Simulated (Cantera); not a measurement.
Input (Python, Cantera):

```python
import numpy as np
import cantera as ct

gas = ct.Solution("gri30.yaml", transport_model="multicomponent")
show = ['CH3', 'NH3', 'O']

rows = []
print(f"{'T/K':>7s}{'rho':>11s}{'cp':>10s}{'mu':>11s}{'lambda':>11s}{'Pr':>7s}" + "".join(f"{'D_' + s:>11s}" for s in show))
for T in [400, 500, 600, 700, 800, 900, 1000]:
    gas.TPX = T, 1000000, {'O2': 0.23}
    Pr = gas.cp_mass * gas.viscosity / gas.thermal_conductivity
    D = [gas.mix_diff_coeffs_mole[gas.species_index(s)] for s in show]
    rows.append([gas.density, gas.cp_mass, gas.viscosity, gas.thermal_conductivity, Pr, *D])
    print(f"{T:7g}{gas.density:11.4e}{gas.cp_mass:10.1f}{gas.viscosity:11.4e}"
          f"{gas.thermal_conductivity:11.4e}{Pr:7.3f}" + "".join(f"{d:11.4e}" for d in D))
print("SI units: kg/m3, J/kg/K, Pa s, W/m/K, m2/s")
```

It prints:

```
    T/K        rho        cp         mu     lambda     Pr      D_CH3      D_NH3        D_O
    400 9.6212e+00     941.4 2.5629e-05 3.3889e-02  0.712 3.8354e-06 3.9045e-06 5.5061e-06
    500 7.6969e+00     971.4 3.0045e-05 4.1059e-02  0.711 5.6579e-06 5.9110e-06 8.0632e-06
    600 6.4141e+00    1002.6 3.4077e-05 4.8102e-02  0.710 7.7395e-06 8.2320e-06 1.0979e-05
    700 5.4978e+00    1031.1 3.7824e-05 5.4934e-02  0.710 1.0062e-05 1.0842e-05 1.4229e-05
    800 4.8106e+00    1054.7 4.1353e-05 6.1465e-02  0.710 1.2613e-05 1.3721e-05 1.7797e-05
    900 4.2761e+00    1073.7 4.4705e-05 6.7676e-02  0.709 1.5379e-05 1.6854e-05 2.1666e-05
   1000 3.8485e+00    1090.2 4.7912e-05 7.3669e-02  0.709 1.8354e-05 2.0227e-05 2.5825e-05
SI units: kg/m3, J/kg/K, Pa s, W/m/K, m2/s
```

Detailed kinetics in Cantera: GRI-Mech 3.0 (53 species, 325 reactions).
